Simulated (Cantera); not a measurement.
A perfectly stirred reactor is fed with 29.3 % CO, 5.57 % H2, 9.70 % O2, 36.4 % N2, 19.1 % H2O, equivalence ratio 1.8, at 200000 Pa; it is adiabatic with a 425 K inlet, and is followed from long to short residence time, starting on the burning branch (τ in s: 0.066, 0.03, 0.014, 0.0064, 0.0029, 0.0013, 0.00061, 0.00028, 0.00013, 5.8e-05, 2.7e-05, 1.2e-05).

Model: GRI-Mech 3.0 (53 species, 325 reactions), integrated in Cantera.

Q: Predict: blow-out, bracketed by the residence times tried; x(CO) at τ = 66.0 ms; x(H2) at τ = 66.0 ms; x(O2) at τ = 66.0 ms; x(OH) at τ = 66.0 ms; x(O) at τ = 66.0 ms; x(CO) at τ = 0.610 ms; x(H2) at τ = 0.610 ms; x(O2) at τ = 0.610 ms; x(OH) at τ = 0.610 ms; x(O) at τ = 0.610 ms.

A: 
| Item | Value |
|---|---|
| blow-out, bracketed by the residence times tried | burning at 58.0 µs, out at 27.0 µs |
| x(CO) at τ = 66.0 ms | 0.133 |
| x(H2) at τ = 66.0 ms | 0.0377 |
| x(O2) at τ = 66.0 ms | 9.36e-5 |
| x(OH) at τ = 66.0 ms | 0.000581 |
| x(O) at τ = 66.0 ms | 1.27e-5 |
| x(CO) at τ = 0.610 ms | 0.135 |
| x(H2) at τ = 0.610 ms | 0.0379 |
| x(O2) at τ = 0.610 ms | 0.00269 |
| x(OH) at τ = 0.610 ms | 0.00374 |
| x(O) at τ = 0.610 ms | 0.000721 |
